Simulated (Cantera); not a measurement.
Charge: 1 mol Si₃N₄, 3.6 mol CO₂, 16 mol H₂, held at 1325 °C and 11.0 Pa.

Cantera equilibrium calculation (NASA polynomials, part measured and part estimated; ideal gas, pure solids and liquids). Candidate condensed phases: C, C₆H₆, C₇H₈, C₈H₁₈, H₂O, Si, SiC, SiO₂, Si₂N₂O, Si₃N₄; 151 gas species. The tables hold silica as quartz up to 1696 K and as liquid above; real silica turns to tridymite and cristobalite and melts near 1996 K. Rates play no part.

Base state: H₂ 0.661, CO 0.149, SiO 0.101, N₂ 0.0830, H 0.00413, H₂O 0.00145, CO₂ 0.000109 (mole fractions); condensed: SiO₂(β-quartz).

**Question.** What changes in the equilibrium state with this change: CO₂ from 3.6 to 2.3 mol?

**Answer.** 
| species | before | after |
|---|---|---|
| H₂ | 0.661 | 0.704 |
| SiO | 0.101 | 0.117 |
| N₂ | 0.0830 | 0.0883 |
| CO | 0.149 | 0.0862 |
| CO₂ | 0.000109 | 5.24e-9 |
| Si | 1.39e-8 | 0.000193 |
| H₂O | 0.00145 | 1.28e-7 |
| SiO₂(β-quartz), mol | 0.562 | 0 |
| SiC(s), mol | 0 | 0.347 |

**Question.** What changes in the equilibrium state with this change: temperature from 1325 °C to 1377 °C?

**Answer.** 
```csv
species,before,after
H₂,0.661,0.652
CO,0.149,0.148
SiO,0.101,0.104
H₂O,0.00145,0.00496
N₂,0.0830,0.0826
CO₂,0.000109,0.000351
H,0.00413,0.00700
"SiO₂(β-quartz), mol",0.562,0.471
```

**Question.** What changes in the equilibrium state with this change: temperature from 1325 °C to 1125 °C?

**Answer.** 
| species | before | after |
|---|---|---|
| H₂ | 0.661 | 0.713 |
| CO | 0.149 | 0.161 |
| N₂ | 0.0830 | 0.0715 |
| SiO | 0.101 | 0.0541 |
| H₂O | 0.00145 | 8.66e-6 |
| CO₂ | 0.000109 | 9.01e-7 |
| H | 0.00413 | 0.000382 |
| SiO₂(β-quartz), mol | 0.562 | 0.996 |
| Si₂N₂O(s), mol | 0 | 0.396 |
Mutual solubility and eutectic melting of coexisting phases are not modelled.
